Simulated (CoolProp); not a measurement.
Dimethyl ether at 293.15 K and 0.136 MPa is throttled through a valve to 0.0116 MPa with no heat exchange. Each further row changes one setting.

Computed with CoolProp (reference Helmholtz-energy equation of state, Wu 2011).

```json
[
 {"case": "as stated", "temperature change (K)": "-3.3", "final density (kg/m³)": "0.222"},
 {"case": "outlet pressure 0.00348 MPa", "temperature change (K)": "-3.5", "final density (kg/m³)": "0.0666"},
 {"case": "outlet pressure 0.0151 MPa", "temperature change (K)": "-3.2", "final density (kg/m³)": "0.289"}
]
```
